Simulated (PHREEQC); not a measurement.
30 mol of Thenardite (Na2SO4) is brought to equilibrium with 1 kg of water, at 55 °C and several pressures. CO2 from the air is kept out. The run lets Thenardite precipitate or redissolve, and no other solid.

Base run: PHREEQC, Pitzer model, pitzer.dat. Each further column changes one thing. The table gives dissolved Na (mol/kgw).

```csv
P (atm),base,temperature from 55 to 75 °C
1,6.36,6.04
50,6.42,6.11
100,6.48,6.17
200,6.59,6.29
300,6.69,6.41
400,6.78,6.54
500,6.87,6.67
600,6.95,6.81
800,7.11,7.10
1000,7.27,7.42
```

At this temperature some constants are extrapolated from 25 °C, and those without enthalpy data are left unchanged.
